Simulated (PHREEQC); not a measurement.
Dissolve 2.7 mmol/kgw HCl, 0.083 mmol/kgw Li2SO4 and 1.3 mmol/kgw Fe2(SO4)3 at 20 °C. Closed to the air; pH follows from the charge balance.

Model: ion-association model, phreeqc.dat, run in PHREEQC.

| quantity | before | after |
|---|---|---|
| pH | 2.58 | 3.05 |
| ionic strength (mol/kgw) | 0.00979 | 0.0115 |
| FeSO4+ (mol/kgw) | 0.00179 | 0.00139 |
| SO4-2 (mol/kgw) | 0.00178 | 0.00231 |
| FeOH+2 (mol/kgw) | 0.000377 | 0.000699 |
| Fe+3 (mol/kgw) | 0.000307 | 0.000199 |
| SI of Goethite (FeOOH) | +4.71 | +5.90 |
| SI of Hematite (Fe2O3) | +11.41 | +13.79 |

Task: Name the change that produced these shifts.
A) temperature from 20 to 75 °C
B) Li2SO4 from 8.3e-05 to 0.000124 mol/kgw
C) HCl replaced by NH4Cl at the same molality
D) temperature from 20 to 45 °C
E) Fe2(SO4)3 from 0.0013 to 0.0026 mol/kgw

Result: C, HCl replaced by NH4Cl at the same molality

This is a speciation only: nothing precipitates in the calculation. Some of these states are supersaturated (in Hematite (slow to form), Goethite (slow to form), Fe(OH)3(a), for instance).
